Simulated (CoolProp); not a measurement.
Vapour-liquid equilibrium of hydrogen chloride (1) + propane (2) at -14.55 °C; x and y are mole fractions of (1).

Computed with CoolProp (multi-fluid Helmholtz-energy mixture model, Thol 2018 and Lemmon 2009; pair parameters Bell 2016).

| x | bubble pressure, mixture model (kPa) | bubble pressure, Raoult's law (kPa) | y, mixture model | y, Raoult's law |
|---|---|---|---|---|
| 0.05 | 443.8 | 368.2 | 0.339 | 0.236 |
| 0.125 | ___ | 476.1 | 0.557 | 0.456 |
| 0.2 | 817.6 | 584.1 | 0.663 | 0.594 |
| 0.275 | 963.8 | 692.0 | 0.725 | 0.690 |
| 0.35 | 1086 | 800.0 | 0.767 | 0.759 |
| 0.425 | 1188 | 908.0 | ___ | 0.812 |
| 0.5 | 1276 | 1016 | 0.822 | 0.854 |
| 0.575 | 1353 | 1124 | ___ | 0.888 |
| 0.65 | 1424 | 1232 | 0.864 | 0.916 |
| 0.725 | 1492 | 1340 | 0.885 | 0.939 |
| 0.8 | ___ | 1448 | 0.909 | 0.959 |
| 0.875 | 1626 | 1556 | 0.937 | 0.976 |
| 0.95 | 1693 | 1664 | ___ | 0.991 |

Task: Fill in the missing entries.

Result: 
- 0.125, bubble pressure, mixture model (kPa): 644.4
- 0.425, y, mixture model: 0.797
- 0.575, y, mixture model: 0.843
- 0.8, bubble pressure, mixture model (kPa): 1559
- 0.95, y, mixture model: 0.971

The largest gap from Raoult's law is +40.0 % in bubble pressure, at x = 0.2. No azeotrope shows between x = 0.05 and 0.95.

The pair parameters rest on a limited set of measurements; away from them the model extrapolates.
